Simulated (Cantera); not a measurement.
A Cantera script and what it prints.

```python
import numpy as np
import cantera as ct

gas_names = [...]  # 91 gases of nasa_gas.yaml made of C, Cl, H
cond_names = """
    C(gr) C6H6(L) C7H8(L) C8H18(L),n-octa
""".split()


# ... load() reads the species with a 1 bar reference pressure and builds the phases ...
atoms = {
    'CH3Cl': {'C': 1, 'H': 3, 'CL': 1},
    'H2': {'H': 2},
}
top_T = {'C(gr)': 4500}  # K; cautious upper limits of use, not melting points


# ... equilibrate(T, P, feed) seeds the gas with the atoms and calls Mixture.equilibrate('TP', solver="vcs", rtol=1e-11, max_steps=5000) ...
results = []
feed = {'CH3Cl': 1, 'H2': 0.21}  # mol
T = 950  # K
P = 100000  # Pa
mix = equilibrate(T, P, feed)
results.append((T, P, feed, dict(zip(mix.species_names, mix.species_moles))))
print(gas.report(threshold=0.001))
for i in range(1, mix.n_phases):
    print(f"{mix.phase(i).name:16s} {mix.phase_moles(i):12.5e} mol")
```

Output:

```
       temperature   950 K
          pressure   1e+05 Pa
           density   0.23787 kg/m^3
  mean mol. weight   18.789 kg/kmol
   phase of matter   gas

                          1 kg             1 kmol
                     ---------------   ---------------
          enthalpy       -1.4096e+06       -2.6484e+07  J
   internal energy         -1.83e+06       -3.4383e+07  J
           entropy             10723        2.0146e+05  J/K
    Gibbs function       -1.1596e+07       -2.1787e+08  J
 heat capacity c_p            1721.3             32341  J/K
 heat capacity c_v            1278.8             24026  J/K

                      mass frac. Y      mole frac. X     chem. pot. / RT
                     ---------------   ---------------   ---------------
               CH4          0.034256          0.040118            -37.64
               HCL           0.91325           0.47064            -36.59
                H2          0.052495           0.48924           -18.094
     [  +88 minor]        1.9965e-06        9.4111e-07

C(gr)             9.14756e-01 mol
```

Equilibrium computed with Cantera from the NASA thermochemical tables; the gas is ideal and each condensed phase is pure.
